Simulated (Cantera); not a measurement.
Low-pressure radical oxidation in H2/O2

An isothermal, constant-pressure homogeneous reactor starts with H₂ : O₂ = 0.027 : 1 (molar parts), equivalence ratio 0.013, at 1450 K and 0.0110 bar.

Cantera simulation using the H2/O2 subset of GRI-Mech 3.0, which has no nitrogen chemistry; the numbers are that mechanism's predictions, not measurements. Radical loss at walls, strong at low pressure, is not modelled.

```tsv
t (s)	x H₂	x O₂	x OH	x O	x H₂O
9.00e-5	0.0263	0.974	7.27e-8	7.73e-8	2.42e-8
0.000308	0.0263	0.974	6.70e-7	7.57e-7	6.40e-7
0.00106	0.0261	0.974	0.000114	0.000131	0.000159
0.00362	0.000272	0.950	0.00376	0.0214	0.0233
0.0124	0.000244	0.950	0.00363	0.0208	0.0235
0.0424	0.000221	0.952	0.00347	0.0188	0.0237
0.145	0.000162	0.958	0.00298	0.0135	0.0244
0.498	7.08e-5	0.967	0.00198	0.00570	0.0254
1.70	1.47e-5	0.972	0.000903	0.00116	0.0261
5.84	2.06e-6	0.973	0.000338	0.000160	0.0265
20.0	3.77e-7	0.973	0.000145	2.92e-5	0.0266
```
x: mole fraction; the columns are a selection and need not sum to one.

Equilibrium at this temperature and pressure: H₂ 2.45e-7, O₂ 0.973, OH 0.000117, O 1.90e-5, H₂O 0.0266 (gas phase only).
